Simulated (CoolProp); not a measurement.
The fluoroketone C6F12O (FK-5-1-12) at several states: fugacity coefficient from the reference equation and from simpler models built on Tc = 441.8 K, pc = 18.69 bar, ω = 0.471; each cubic takes its own stable root.

Computed with CoolProp (reference Helmholtz-energy equation of state, McLinden 2015).

```tsv
T (K)	p (bar)	phase	reference
266	0.111	liquid	0.7534
279.7	17.5	liquid	0.01126
353.3	102	liquid	0.04811
```

Q: How far does each simpler model (Redlich-Kwong, Soave-Redlich-Kwong) lie from the reference over these 3 states: mean and median of the absolute difference, and the worst?

A: 
- Redlich-Kwong: mean 128.7 %, median 79.0 %, worst +275.4 % at 279.7 K and 17.5 bar
- Soave-Redlich-Kwong: mean 3.6 %, median 2.0 %, worst +7.8 % at 353.3 K and 102 bar

At some of these states Redlich-Kwong gives the other phase, because its saturation line lies elsewhere.
